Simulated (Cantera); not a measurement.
An isothermal, constant-pressure homogeneous reactor starts with C2H6 : H2 = 1 : 1.7 (molar parts), at 1625 K and 0.132 atm. Integrator tolerance rtol = 1e-08.

Model: GRI-Mech 3.0 (53 species, 325 reactions), integrated in Cantera. GRI-Mech 3.0 stops at C3 and has no aromatics, soot or wall deposition, so with more carbon than oxygen in the feed, carbon stays in small species such as C2H2 where larger ones or solid carbon would form.

```json
[
 {"quantity": "x(C2H6) at 3.00 s", "before": "1.12e-6 (gas-phase equilibrium 7.18e-7)", "after": "1.47e-6 (gas-phase equilibrium 2.96e-8)"},
 {"quantity": "x(H2) at 3.00 s", "before": "0.776 (gas-phase equilibrium 0.779)", "after": "0.772 (gas-phase equilibrium 0.785)"},
 {"quantity": "x(C2H) at 3.00 s", "before": "1.73e-7 (gas-phase equilibrium 1.76e-7)", "after": "3.56e-7 (gas-phase equilibrium 3.99e-7)"},
 {"quantity": "x(CH4) at 3.00 s", "before": "0.0149 (gas-phase equilibrium 0.0102)", "after": "0.0211 (gas-phase equilibrium 0.00209)"},
 {"quantity": "x(H) at 3.00 s", "before": "0.000169 (gas-phase equilibrium 0.000172)", "after": "0.000347 (gas-phase equilibrium 0.000386)"},
 {"quantity": "x(CH3) at 3.00 s", "before": "6.57e-5 (gas-phase equilibrium 4.58e-5)", "after": "0.000192 (gas-phase equilibrium 2.08e-5)"},
 {"quantity": "x(C2H4) at 3.00 s", "before": "0.00191 (gas-phase equilibrium 0.00192)", "after": "0.000413 (gas-phase equilibrium 0.000394)"}
]
```

Task: Which change was made?
(A) pressure from 0.132 atm to 0.0263 atm
(B) temperature 1625 to 1448 K
(C) temperature 1625 to 1900 K
(D) C2H6 1 to 0.2 parts

Result: A, pressure from 0.132 atm to 0.0263 atm
